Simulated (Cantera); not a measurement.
A perfectly stirred reactor is fed with CO : H₂ : CH₄ : O₂ : N₂ = 1 : 0.044 : 0.3 : 2 : 7.53 (molar parts), at 10.0 bar; it is adiabatic with a 475 K inlet, and is followed from long to short residence time, starting on the burning branch (τ in s: 0.5, 0.22, 0.098, 0.043, 0.019, 0.0085, 0.0038, 0.0017, 0.00074, 0.00033, 0.00015, 6.5e-05, 2.9e-05).

Detailed kinetics in Cantera: GRI-Mech 3.0 (53 species, 325 reactions).

x: mole fraction; the columns are a selection and need not sum to one.

```json
[
 {"τ (s)": "0.50", "T (K)": "1879", "x CO": "8.82e-5", "x H₂": "8.28e-6", "x CH₄": "3.25e-7", "x OH": "0.000398", "x C₂H₂": "3.19e-12", "x NO": "0.000258"},
 {"τ (s)": "0.22", "T (K)": "1879", "x CO": "0.000120", "x H₂": "9.37e-6", "x CH₄": "7.05e-7", "x OH": "0.000414", "x C₂H₂": "1.42e-11", "x NO": "0.000131"},
 {"τ (s)": "0.098", "T (K)": "1878", "x CO": "0.000184", "x H₂": "1.16e-5", "x CH₄": "1.46e-6", "x OH": "0.000444", "x C₂H₂": "5.45e-11", "x NO": "7.21e-5"},
 {"τ (s)": "0.043", "T (K)": "1877", "x CO": "0.000310", "x H₂": "1.61e-5", "x CH₄": "2.88e-6", "x OH": "0.000499", "x C₂H₂": "1.77e-10", "x NO": "4.43e-5"},
 {"τ (s)": "0.019", "T (K)": "1875", "x CO": "0.000541", "x H₂": "2.44e-5", "x CH₄": "5.36e-6", "x OH": "0.000587", "x C₂H₂": "4.56e-10", "x NO": "3.18e-5"},
 {"τ (s)": "0.0085", "T (K)": "1871", "x CO": "0.000944", "x H₂": "3.90e-5", "x CH₄": "9.49e-6", "x OH": "0.000711", "x C₂H₂": "9.60e-10", "x NO": "2.60e-5"},
 {"τ (s)": "0.0038", "T (K)": "1865", "x CO": "0.00165", "x H₂": "6.42e-5", "x CH₄": "1.65e-5", "x OH": "0.000875", "x C₂H₂": "___", "x NO": "2.31e-5"},
 {"τ (s)": "0.0017", "T (K)": "1854", "x CO": "0.00287", "x H₂": "0.000107", "x CH₄": "2.84e-5", "x OH": "0.00108", "x C₂H₂": "___", "x NO": "2.07e-5"},
 {"τ (s)": "0.00074", "T (K)": "1835", "x CO": "0.00513", "x H₂": "0.000180", "x CH₄": "5.08e-5", "x OH": "0.00130", "x C₂H₂": "___", "x NO": "1.72e-5"},
 {"τ (s)": "0.00033", "T (K)": "1802", "x CO": "0.00919", "x H₂": "0.000298", "x CH₄": "9.37e-5", "x OH": "0.00149", "x C₂H₂": "___", "x NO": "1.26e-5"},
 {"τ (s)": "0.00015", "T (K)": "1737", "x CO": "0.0174", "x H₂": "0.000493", "x CH₄": "0.000198", "x OH": "0.00149", "x C₂H₂": "___", "x NO": "7.17e-6"},
 {"τ (s)": "6.5e-5", "T (K)": "475", "x CO": "0.0920", "x H₂": "0.00405", "x CH₄": "0.0276", "x OH": "<1e-12", "x C₂H₂": "<1e-12", "x NO": "<1e-12"},
 {"τ (s)": "2.9e-5", "T (K)": "475", "x CO": "0.0920", "x H₂": "0.00405", "x CH₄": "0.0276", "x OH": "<1e-12", "x C₂H₂": "<1e-12", "x NO": "<1e-12"}
]
```

**Question.** Complete the blanks.

**Answer.** 
- 0.0038, x C₂H₂: 1.74e-9
- 0.0017, x C₂H₂: 2.84e-9
- 0.00074, x C₂H₂: 4.34e-9
- 0.00033, x C₂H₂: 6.37e-9
- 0.00015, x C₂H₂: 1.03e-8
